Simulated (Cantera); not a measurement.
Mixture: CH4 : O2 : N2 : H2 = 1 : 1.33 : 5.01 : 0.054 (molar parts), at 37000 Pa, adiabatic and at constant volume. Ignition delay is the time to a rise of 400 K.

Model: GRI-Mech 3.0 (53 species, 325 reactions), integrated in Cantera.

**Question.** Predict: delay at 1100 K; delay at 1150 K; delay at 1200 K; delay at 1250 K; delay at 1300 K; delay at 1350 K; delay at 1400 K; apparent activation energy between 1300 and 1400 K.

**Answer.** 
- delay at 1100 K: 0.262 s
- delay at 1150 K: 0.130 s
- delay at 1200 K: 65.5 ms
- delay at 1250 K: 33.9 ms
- delay at 1300 K: 18.1 ms
- delay at 1350 K: 9.94 ms
- delay at 1400 K: 5.69 ms
- apparent activation energy between 1300 and 1400 K: 170 kJ/mol
